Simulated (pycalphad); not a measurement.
**Effect of Si content in Al-Si-Mn**

Computed with pycalphad from the COST 507 light-alloy database (1999), at 1 atm. The database dates from 1999; later assessments differ in places, in temperatures and in the compounds included. Phase fractions are per mole of atoms.

```json
[
 {"alloy": "Al-2.56Si-1.83Mn (at.%)", "liquidus (°C)": "709", "first solid": "ALMNSI_ALPHA", "solidus (°C)": "581", "phases at 337 °C": "fcc 0.88, ALMNSI_ALPHA 0.11, diamond (Si) 0.01"},
 {"alloy": "Al-3.84Si-1.83Mn (at.%)", "liquidus (°C)": "714", "first solid": "ALMNSI_ALPHA", "solidus (°C)": "576", "phases at 337 °C": "fcc 0.87, ALMNSI_ALPHA 0.11, diamond (Si) 0.02"},
 {"alloy": "Al-5.12Si-1.83Mn (at.%)", "liquidus (°C)": "716", "first solid": "ALMNSI_ALPHA", "solidus (°C)": "576", "phases at 337 °C": "fcc 0.86, ALMNSI_ALPHA 0.11, diamond (Si) 0.04"},
 {"alloy": "Al-7.68Si-1.83Mn (at.%)", "liquidus (°C)": "714", "first solid": "ALMNSI_ALPHA", "solidus (°C)": "576", "phases at 337 °C": "fcc 0.83, ALMNSI_ALPHA 0.11, diamond (Si) 0.06"},
 {"alloy": "Al-10.24Si-1.83Mn (at.%)", "liquidus (°C)": "708", "first solid": "ALMNSI_ALPHA", "solidus (°C)": "576", "phases at 337 °C": "fcc 0.81, ALMNSI_ALPHA 0.11, diamond (Si) 0.09"}
]
```

Database names, with the compositions (at.%) that they take in these runs: ALMNSI_ALPHA: Al 70-73 Mn 17 Si 10-13.
